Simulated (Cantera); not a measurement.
Feed: 1 mol Pb, 0.65 mol CO, 0.3 mol H₂, equilibrated at 0.110 bar.

Method: chemical equilibrium by Gibbs-energy minimisation in Cantera with the NASA 1993 tables (ideal gas, pure condensed phases). Candidate condensed phases: C, C₆H₆, C₇H₈, C₈H₁₈, H₂O, Pb, PbO, PbO₂, Pb₃O₄; 113 gas species. Kinetics and transport are ignored.

x: gas mole fraction; n: condensed amount in mol.

| T (K) | x CO | x CO₂ | x H₂ | x H₂O | x Pb | x CH₄ | n C(graphite) | n Pb(l) |
|---|---|---|---|---|---|---|---|---|
| 798 | 0.176 | 0.359 | 0.305 | 0.146 | 5.21e-7 | 0.0143 | 0.307 | 1.00 |
| 848 | 0.321 | 0.259 | 0.327 | 0.0852 | 2.72e-6 | 0.00752 | 0.237 | 1.000 |
| 898 | 0.478 | 0.148 | 0.326 | 0.0434 | 1.18e-5 | 0.00376 | 0.149 | 1.000 |
| 948 | (withheld) | (withheld) | 0.320 | (withheld) | (withheld) | (withheld) | (withheld) | 1.000 |
| 998 | 0.646 | 0.0272 | 0.316 | 0.00918 | 0.000141 | 0.00107 | 0.0323 | 1.000 |
| 1048 | 0.669 | 0.0109 | 0.315 | 0.00433 | 0.000406 | 0.000638 | 0.0137 | 1.000 |
| 1098 | 0.677 | 0.00460 | 0.315 | 0.00215 | 0.00106 | 0.000398 | 0.00600 | 0.999 |
| 1148 | 0.680 | 0.00207 | 0.314 | 0.00113 | 0.00255 | 0.000259 | 0.00279 | 0.998 |
| 1198 | 0.679 | 0.000986 | 0.314 | 0.000622 | 0.00567 | 0.000173 | 0.00137 | 0.995 |
| 1248 | 0.675 | (withheld) | 0.312 | (withheld) | (withheld) | (withheld) | (withheld) | 0.989 |
| 1298 | 0.668 | 0.000260 | 0.308 | 0.000211 | 0.0232 | 8.33e-5 | 0.000376 | 0.977 |
| 1348 | 0.654 | 0.000140 | 0.302 | 0.000127 | 0.0434 | 5.85e-5 | 0.000206 | 0.957 |
| 1398 | 0.631 | 7.67e-5 | 0.291 | 7.66e-5 | 0.0775 | 4.07e-5 | 0.000114 | 0.920 |

### Question
Fill in the missing entries.

### Answer

- 1248, x CO₂: 0.000496
- 1248, x H₂O: 0.000356
- 1248, x Pb: 0.0118
- 1248, x CH₄: 0.000119
- 1248, n C(graphite): 0.000703
- 948, x CO: 0.591
- 948, x CO₂: 0.0672
- 948, x H₂O: 0.0201
- 948, x Pb: 4.35e-5
- 948, x CH₄: 0.00193
- 948, n C(graphite): 0.0745
